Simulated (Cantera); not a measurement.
An adiabatic, constant-pressure homogeneous reactor starts with CH4 : O2 : N2 : H2O = 1 : 2.33 : 8.74 : 0.34 (molar parts), equivalence ratio 0.86, at 1775 K and 1.20 bar.

Computed with Cantera and GRI-Mech 3.0 (53 species, 325 reactions).

**Question.** Predict: time of steepest temperature rise; temperature at 3.00 s; equilibrium temperature; x(O2) at 3.00 s; x(NO) at 3.00 s; x(H) at 3.00 s; x(H2) at 3.00 s; x(HO2) at 3.00 s.

**Answer.** 
```
Item                                                                Result
---------------------------------  ---------------------------------------
time of steepest temperature rise                                 0.110 ms
temperature at 3.00 s                                               2777 K
equilibrium temperature                                             2777 K
x(O2) at 3.00 s                      0.0341 (gas-phase equilibrium 0.0341)
x(NO) at 3.00 s                      0.0133 (gas-phase equilibrium 0.0133)
x(H) at 3.00 s                     0.00847 (gas-phase equilibrium 0.00847)
x(H2) at 3.00 s                      0.0149 (gas-phase equilibrium 0.0149)
x(HO2) at 3.00 s                   8.98e-6 (gas-phase equilibrium 8.98e-6)
```
